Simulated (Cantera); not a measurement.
A perfectly stirred reactor is fed with CH₄ : C₂H₆ : C₃H₈ : O₂ : N₂ : H₂ = 1 : 0.061 : 0.66 : 9.19 : 34.9 : 0.27 (molar parts), at 2.07 atm; it is adiabatic with a 650 K inlet, and is followed from long to short residence time, starting on the burning branch (τ in s: 0.054, 0.023, 0.01, 0.0043, 0.0019, 0.00081, 0.00035, 0.00015, 6.4e-05, 2.8e-05).

Cantera simulation using GRI-Mech 3.0 (53 species, 325 reactions); the numbers are that mechanism's predictions, not measurements. GRI-Mech 3.0 was tuned for natural gas; its chemistry of propane as a main component is partial and can be far from experiment.

x: mole fraction; the columns are a selection and need not sum to one.

```json
[
 {"τ (s)": "0.054", "T (K)": "1981", "x CH₄": "2.24e-6", "x C₂H₆": "2.42e-8", "x C₃H₈": "2.52e-7", "x NO": "[?]", "x CH₂": "3.05e-8"},
 {"τ (s)": "0.023", "T (K)": "1976", "x CH₄": "4.15e-6", "x C₂H₆": "4.91e-8", "x C₃H₈": "5.19e-7", "x NO": "[?]", "x CH₂": "6.59e-8"},
 {"τ (s)": "0.010", "T (K)": "1969", "x CH₄": "7.24e-6", "x C₂H₆": "9.37e-8", "x C₃H₈": "1.00e-6", "x NO": "[?]", "x CH₂": "1.35e-7"},
 {"τ (s)": "0.0043", "T (K)": "1957", "x CH₄": "1.25e-5", "x C₂H₆": "1.75e-7", "x C₃H₈": "1.87e-6", "x NO": "[?]", "x CH₂": "2.66e-7"},
 {"τ (s)": "0.0019", "T (K)": "1939", "x CH₄": "2.14e-5", "x C₂H₆": "3.15e-7", "x C₃H₈": "3.33e-6", "x NO": "[?]", "x CH₂": "4.98e-7"},
 {"τ (s)": "0.00081", "T (K)": "1910", "x CH₄": "3.85e-5", "x C₂H₆": "5.88e-7", "x C₃H₈": "6.06e-6", "x NO": "[?]", "x CH₂": "9.24e-7"},
 {"τ (s)": "0.00035", "T (K)": "1868", "x CH₄": "7.26e-5", "x C₂H₆": "1.13e-6", "x C₃H₈": "1.12e-5", "x NO": "[?]", "x CH₂": "1.66e-6"},
 {"τ (s)": "0.00015", "T (K)": "1808", "x CH₄": "0.000154", "x C₂H₆": "2.40e-6", "x C₃H₈": "2.30e-5", "x NO": "[?]", "x CH₂": "3.02e-6"},
 {"τ (s)": "6.4e-5", "T (K)": "1713", "x CH₄": "0.000429", "x C₂H₆": "6.65e-6", "x C₃H₈": "6.09e-5", "x NO": "[?]", "x CH₂": "6.05e-6"},
 {"τ (s)": "2.8e-5", "T (K)": "650", "x CH₄": "0.0217", "x C₂H₆": "0.00132", "x C₃H₈": "0.0143", "x NO": "<1e-12", "x CH₂": "<1e-12"}
]
```

Fill in the missing entries.


- 0.054, x NO: 0.000128
- 0.023, x NO: 8.44e-5
- 0.010, x NO: 6.14e-5
- 0.0043, x NO: 4.58e-5
- 0.0019, x NO: 3.41e-5
- 0.00081, x NO: 2.47e-5
- 0.00035, x NO: 1.78e-5
- 0.00015, x NO: 1.21e-5
- 6.4e-5, x NO: 6.07e-6
